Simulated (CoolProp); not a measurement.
Properties of R245fa along the isotherm 166.85 °C (Tc = 153.9 °C, pc = 36.51 bar, ω = 0.378).

Computed with CoolProp (reference Helmholtz-energy equation of state, Akasaka 2015).

| p (bar) | phase | viscosity (µPa s) | conductivity (mW/(m K)) |
|---|---|---|---|
| 12.2 | gas | 17.7 | (withheld) |
| 24.3 | gas | 18.9 | 31.1 |
| 36.5 | gas | 23.5 | (withheld) |
| 48.7 | supercritical | 63.6 | 52.5 |
| 60.8 | supercritical | 83.7 | (withheld) |
| 73 | supercritical | 93.5 | 58.5 |
| 85.2 | supercritical | (withheld) | 60.6 |
| 97.4 | supercritical | 108 | 62.4 |
| 110 | supercritical | (withheld) | 64.1 |
| 122 | supercritical | 119 | 65.4 |
| 134 | supercritical | 125 | 66.7 |
| 146 | supercritical | 129 | 67.9 |
| 158 | supercritical | 134 | 68.9 |
| 170 | supercritical | 138 | 70.0 |
| 183 | supercritical | 143 | 71.0 |

**Question.** What belongs in the gaps?

**Answer.** 
- 12.2, conductivity (mW/(m K)): 29.5
- 36.5, conductivity (mW/(m K)): 36.9
- 60.8, conductivity (mW/(m K)): 55.8
- 85.2, viscosity (µPa s): 101
- 110, viscosity (µPa s): 114

Viscosity comes from a separate model (Bell 2016), an estimate that may be off by 10 % or more. Thermal conductivity comes from a separate model (Huber 2003), an estimate that may be off by 10 % or more.
